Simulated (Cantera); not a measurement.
A closed system holds: 1 mol SiH4, 0.71 mol CO2, 2.4 mol N2, equilibrated at 0.255 Torr.

Equilibrium computed with Cantera from the NASA thermochemical tables; the gas is ideal and each condensed phase is pure. Candidate condensed phases: C, C6H6, C7H8, C8H18, H2O, Si, SiC, SiO2, Si2N2O, Si3N4; 151 gas species. N2 is the only nitrogen source here; it is nearly inert below about 1500 K, so the nitride shown seldom forms there in practice. Kinetics and transport are ignored. All values below are at 898 K.

Base state: N2 0.521, H2 0.474, CO 0.00548, CH4 2.44e-5 (mole fractions); condensed: C(graphite) + SiO2(β-quartz) + Si2N2O(s).

**Question.** What changes in the equilibrium state with this change: CO2 from 0.71 to 5 mol?

**Answer.** 
```json
[
 {"species": "CO", "before": "0.00548", "after": "0.274"},
 {"species": "CO2", "before": "6.01e-8", "after": "0.258"},
 {"species": "N2", "before": "0.521", "after": "0.255"},
 {"species": "H2", "before": "0.474", "after": "0.151"},
 {"species": "H2O", "before": "2.23e-6", "after": "0.0613"},
 {"species": "CH4", "before": "2.44e-5", "after": "1.45e-9"},
 {"species": "C(graphite), mol", "before": "0.687", "after": "0"},
 {"species": "SiO2(β-quartz), mol", "before": "0.598", "after": "1.00"},
 {"species": "Si2N2O(s), mol", "before": "0.201", "after": "0"}
]
```
